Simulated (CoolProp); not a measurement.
Aqueous ethylene glycol as a coolant, at 33 °C, 1 atm.

Values from CoolProp's Melinder's fits for secondary coolants.

```json
[
 {"mass %": "5", "freezing point (°C)": "-1.6", "density (kg/m³)": "1001", "conductivity (W/(m K))": "…", "cp (kJ/(kg K))": "4.116", "viscosity (mPa s)": "0.830"},
 {"mass %": "10.9", "freezing point (°C)": "-3.7", "density (kg/m³)": "1008", "conductivity (W/(m K))": "0.565", "cp (kJ/(kg K))": "4.044", "viscosity (mPa s)": "0.949"},
 {"mass %": "16.8", "freezing point (°C)": "-6.3", "density (kg/m³)": "1015", "conductivity (W/(m K))": "0.537", "cp (kJ/(kg K))": "3.966", "viscosity (mPa s)": "1.10"},
 {"mass %": "22.6", "freezing point (°C)": "-9.4", "density (kg/m³)": "1023", "conductivity (W/(m K))": "…", "cp (kJ/(kg K))": "3.880", "viscosity (mPa s)": "1.27"},
 {"mass %": "28.5", "freezing point (°C)": "-13.4", "density (kg/m³)": "1030", "conductivity (W/(m K))": "0.483", "cp (kJ/(kg K))": "3.782", "viscosity (mPa s)": "1.46"},
 {"mass %": "34.3", "freezing point (°C)": "-18.2", "density (kg/m³)": "1038", "conductivity (W/(m K))": "0.458", "cp (kJ/(kg K))": "3.678", "viscosity (mPa s)": "…"},
 {"mass %": "40.2", "freezing point (°C)": "-24.0", "density (kg/m³)": "…", "conductivity (W/(m K))": "0.434", "cp (kJ/(kg K))": "3.567", "viscosity (mPa s)": "1.95"},
 {"mass %": "46", "freezing point (°C)": "-30.8", "density (kg/m³)": "1053", "conductivity (W/(m K))": "0.412", "cp (kJ/(kg K))": "3.456", "viscosity (mPa s)": "2.27"}
]
```

Q: Some entries are withheld; supply them.

A: 
- 5, conductivity (W/(m K)): 0.595
- 22.6, conductivity (W/(m K)): 0.510
- 34.3, viscosity (mPa s): 1.69
- 40.2, density (kg/m³): 1045
